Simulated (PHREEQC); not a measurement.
1 kg of water holding 34 mmol/kgw Na2SO4 meets 20 L of dry gas (O2 1 by moles) at fixed total pressure, at 40 °C; fugacities by Peng-Robinson. The gases take part in no redox reaction, some water evaporates into the gas, and hydrates or a liquid gas phase aren't modelled. Precipitation was switched off in this run.

Equilibrium calculation in PHREEQC: ion-association model, phreeqc.dat.

| P (atm) | dissolved O2 (mol/kgw) | φ of O2 |
|---|---|---|
| 2 | 0.00195 | 0.999 |
| 5 | 0.00495 | 0.996 |
| 10 | 0.00988 | 0.993 |
| 20 | 0.0194 | 0.985 |
| 30 | 0.0286 | … |
| 40 | 0.0375 | 0.972 |
| 50 | 0.0460 | 0.966 |
| 75 | … | 0.951 |
| 100 | 0.0842 | 0.938 |
| 150 | … | 0.917 |
| 200 | 0.144 | … |
| 300 | 0.188 | 0.887 |
| 400 | 0.223 | 0.888 |

Q: Some entries are withheld; supply them.

A: 
- 30, φ of O2: 0.978
- 75, dissolved O2 (mol/kgw): 0.0660
- 150, dissolved O2 (mol/kgw): 0.116
- 200, φ of O2: 0.902

Away from 25 °C the constants follow the database's enthalpies or fits; those with neither stay at their 25 °C values.
